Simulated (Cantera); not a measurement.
Cantera run, input and output.

```python
import numpy as np
import cantera as ct

gas = ct.Solution("h2o2.yaml")
gas.TPX = 1225, 2666, {'H2': 0.1, 'O2': 1, 'N2': 0.99}
reactor = ct.IdealGasConstPressureReactor(gas, energy="off", clone=False)
net = ct.ReactorNet([reactor])
net.rtol, net.atol = 1e-08, 1e-18
show = ['H2', 'O2', 'H', 'OH', 'H2O2', 'O', 'HO2']
times = np.geomspace(0.0009, 1, 15)

steps = ct.SolutionArray(gas, extra=["t"])
rows = []
print(f"{'t/s':>10s}{'T/K':>9s}{'P/Pa':>11s}" + "".join(f"{s:>11s}" for s in show))
for t in times:
    while net.time < t:
        t_next = net.step()
        steps.append(gas.state, t=t_next)
    rows.append([np.interp(t, steps.t, y) for y in (steps.T, steps.P, *steps(*show).X.T)])
    print(f"{t:10.3e}{rows[-1][0]:9.1f}{rows[-1][1]:11.4g}" + "".join(f"{x:11.3e}" for x in rows[-1][2:]))
rate = np.gradient(steps.T, steps.t)
print("integrator steps:", len(steps.t))
if steps.T.max() > steps.T[0] + 200:
    print(f"time of steepest temperature rise: {steps.t[rate.argmax()]:.4e} s")
gas.TPX = 1225, 2666, {'H2': 0.1, 'O2': 1, 'N2': 0.99}
gas.equilibrate("TP")
print(f"equilibrium (TP): T = {gas.T:.1f} K  " + "  ".join(f"{s} {gas[s].X[0]:.3e}" for s in show))
```

Result:

```
       t/s      T/K       P/Pa         H2         O2          H         OH       H2O2          O        HO2
 9.000e-04   1225.0       2666  4.764e-02  4.783e-01  6.183e-05  5.362e-05  8.061e-10  8.167e-05  6.323e-07
 1.485e-03   1225.0       2666  1.777e-02  4.585e-01  9.785e-03  5.014e-03  3.376e-07  1.243e-02  4.224e-06
 2.451e-03   1225.0       2666  1.482e-03  4.455e-01  1.037e-02  3.341e-03  1.444e-07  2.501e-02  4.201e-06
 4.045e-03   1225.0       2666  1.159e-03  4.471e-01  8.552e-03  3.006e-03  1.311e-07  2.316e-02  4.085e-06
 6.675e-03   1225.0       2666  9.954e-04  4.500e-01  6.627e-03  2.791e-03  1.345e-07  1.946e-02  3.996e-06
 1.102e-02   1225.0       2666  7.782e-04  4.537e-01  4.431e-03  2.472e-03  1.374e-07  1.481e-02  3.816e-06
 1.818e-02   1225.0       2666  5.296e-04  4.576e-01  2.409e-03  2.042e-03  1.365e-07  9.837e-03  3.474e-06
 3.000e-02   1225.0       2666  3.032e-04  4.610e-01  1.018e-03  1.545e-03  1.274e-07  5.534e-03  2.916e-06
 4.951e-02   1225.0       2666  1.461e-04  4.634e-01  3.353e-04  1.072e-03  1.079e-07  2.641e-03  2.175e-06
 8.170e-02   1225.0       2666  6.178e-05  4.646e-01  9.187e-05  6.980e-04  8.134e-08  1.114e-03  1.409e-06
 1.348e-01   1225.0       2666  2.450e-05  4.652e-01  2.302e-05  4.409e-04  5.511e-08  4.427e-04  7.992e-07
 2.225e-01   1225.0       2666  9.666e-06  4.655e-01  5.752e-06  2.781e-04  3.449e-08  1.754e-04  4.123e-07
 3.672e-01   1225.0       2666  3.948e-06  4.656e-01  1.516e-06  1.785e-04  2.054e-08  7.207e-05  2.033e-07
 6.060e-01   1225.0       2666  1.701e-06  4.656e-01  4.332e-07  1.177e-04  1.190e-08  3.125e-05  9.997e-08
 1.000e+00   1225.0       2666  7.776e-07  4.656e-01  1.352e-07  7.983e-05  6.827e-09  1.437e-05  5.048e-08
integrator steps: 1563
equilibrium (TP): T = 1225.0 K  H2 9.365e-09  O2 4.657e-01  H 1.859e-10  OH 8.856e-06  H2O2 1.629e-10  O 1.770e-07  HO2 9.052e-09
```

Model: the H2/O2 subset of GRI-Mech 3.0, which has no nitrogen chemistry, integrated in Cantera. Radical loss at walls, strong at low pressure, is not modelled. The temperature is held fixed by assumption; the heat of reaction is taken as removed at once.
